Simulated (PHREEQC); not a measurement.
Make-up at 53 °C and 100 atm: 0.55 mol H2SO4 and 0.15 mol CuCl2 per kg of water. Closed to the air; pH follows from the charge balance.

Equilibrium calculation in PHREEQC: ion-association model, phreeqc.dat.

```csv
quantity,before,after
pH,0.35,2.12
ionic strength (mol/kgw),0.946,0.0149
HSO4- (mol/kgw),0.500,0.00249
SO4-2 (mol/kgw),0.0338,0.00273
```

### Question
What was changed between the two runs?
A) CuCl2 replaced by NH4Cl at the same molality
B) temperature from 53 to 30 °C
C) CuCl2 left out
D) diluted 100-fold with water
E) 0.15 mol/kgw KCl added

### Answer
D, diluted 100-fold with water

This is a speciation only: nothing precipitates in the calculation. The ionic strength passes 0.7 mol/kgw, the rough limit of the ion-association models, in before. Under pressure, the constants of complexes without a molar volume in the database are unreliable. Constants without temperature data keep their 25 °C values here.
